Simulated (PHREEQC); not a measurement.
1.6 g of hydrous ferric oxide (600 m²/g; 0.2 weak and 0.005 strong sites per Fe, Dzombak-Morel constants, diffuse double layer) in 1 kg of water with 0.05 mol/kgw of an inert sodium salt and 1.6e-05 mol Na2SO4, at 25 °C; the pH is set by adding NaOH or the inert anion's acid. Oxygen is held at 0.21 atm. The system is closed to CO2. Nothing may precipitate in this run.

Base run: PHREEQC, ion-association model, wateq4f.dat. Each further column changes one thing. The table gives surface charge σ (C/m²).

```tsv
pH	base	background salt from 0.05 to 0.005 mol/kgw	oxide from 1.6 to 8 g/kgw	0.004 mol/kgw Na2SeO4 added
4	0.293	___	0.299	___
4.5	0.237	___	0.244	0.053
5.5	0.129	0.060	0.132	0.045
6	0.088	0.038	0.090	0.038
6.5	0.057	0.022	0.058	0.030
7.5	0.017	___	0.017	___
8	0.003	___	0.003	0.002
8.5	-0.010	-0.004	-0.010	-0.012
9.5	-0.046	-0.018	-0.047	-0.050
10	-0.074	-0.031	-0.075	___
```

Q: Complete the blanks.

A: 
- 4, background salt from 0.05 to 0.005 mol/kgw: 0.189
- 4, 0.004 mol/kgw Na2SeO4 added: 0.054
- 4.5, background salt from 0.05 to 0.005 mol/kgw: 0.135
- 7.5, background salt from 0.05 to 0.005 mol/kgw: 0.006
- 7.5, 0.004 mol/kgw Na2SeO4 added: 0.013
- 8, background salt from 0.05 to 0.005 mol/kgw: 0.001
- 10, 0.004 mol/kgw Na2SeO4 added: -0.080
